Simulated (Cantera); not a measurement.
A Cantera script and what it prints.

```python
import numpy as np
import cantera as ct

gas_names = """
    CL CL2 H HCL H2 N NH NH2 NH3 N2 N2H2 N2H4 Si SiCL SiCL2 SiCL3 SiCL4 SiH SiHCL3 SiH2 SiH2CL2 SiH3
    SiH3CL SiH4 SiN Si2 Si2N Si3
""".split()
cond_names = """
    NH4CL(a) NH4CL(b) Si(cr) Si(L) Si3N4(a)
""".split()


# ... load() reads the species with a 1 bar reference pressure and builds the phases ...
atoms = {
    'SiH2Cl2': {'Si': 1, 'H': 2, 'CL': 2},
    'NH3': {'N': 1, 'H': 3},
}
top_T = {'Si3N4(a)': 2400}  # K; cautious upper limits of use, not melting points


# ... equilibrate(T, P, feed) seeds the gas with the atoms and calls Mixture.equilibrate('TP', solver="vcs", rtol=1e-11, max_steps=5000) ...
results = []
feed = {'SiH2Cl2': 1, 'NH3': 3.1}  # mol
P = 260  # Pa
for T in [700, 775, 850, 925, 1000, 1075, 1150, 1225, 1300, 1375, 1450, 1525, 1600, 1675]:
    mix = equilibrate(T, P, feed)
    results.append((T, P, feed, dict(zip(mix.species_names, mix.species_moles))))

top = {s: max(r[3][s] / sum(r[3][g] for g in gas_names) for r in results) for s in gas_names}
cols = sorted((s for s in top if top[s] > 1e-06), key=lambda s: -top[s])[:6]
seen = [c for c in cond_names if any(r[3].get(c, 0) > 1e-12 for r in results)]
print("log10 of partial pressures in bar; condensed amounts in mol")
print(f"{'T/K':>10s}" + "".join(f"{s[:9]:>10s}" for s in cols + seen))
for T, P, feed, n in results:
    ng = sum(n[g] for g in gas_names)
    print(f"{T:10.4g}" + "".join(f"{np.log10(max(n[s] / ng * P / 1e5, 1e-99)):10.3f}" for s in cols)
          + "".join(f"{n.get(c, 0):10.4g}" for c in seen))
```

Result:

```
log10 of partial pressures in bar; condensed amounts in mol
       T/K        H2       HCL        N2     SiCL2     SiCL4         H    Si(cr)  Si3N4(a)
       700    -2.783    -3.214    -3.496   -14.232    -4.693   -14.989         0    0.3138
       775    -2.787    -3.196    -3.503   -12.264    -4.871   -13.397         0    0.3203
       850    -2.789    -3.185    -3.507   -10.654    -5.030   -12.083         0    0.3243
       925    -2.791    -3.178    -3.509    -9.312    -5.171   -10.980         0    0.3268
      1000    -2.791    -3.174    -3.511    -8.177    -5.294   -10.040         0    0.3283
      1075    -2.792    -3.171    -3.512    -7.204    -5.402    -9.229         0    0.3292
      1150    -2.792    -3.170    -3.512    -6.364    -5.501    -8.523         0    0.3294
      1225    -2.792    -3.172    -3.510    -5.635    -5.599    -7.902         0    0.3277
      1300    -2.791    -3.183    -3.504    -5.015    -5.726    -7.352         0    0.3203
      1375    -2.788    -3.214    -3.487    -4.517    -5.938    -6.859         0    0.2997
      1450    -2.782    -3.278    -3.458    -4.158    -6.287    -6.415         0    0.2612
      1525    -2.775    -3.376    -3.424    -3.922    -6.771    -6.014         0    0.2113
      1600    -2.768    -3.497    -3.393    -3.775    -7.339    -5.649         0    0.1618
      1675    -2.783    -3.551    -3.309    -3.760    -7.840    -5.327    0.4447         0
```

These are equilibrium values from Cantera (NASA tables, ideal gas, pure condensed phases), not measurements of a reactor. The tables' values for SiCl3, SiCl are old estimates; treat these amounts as uncertain.
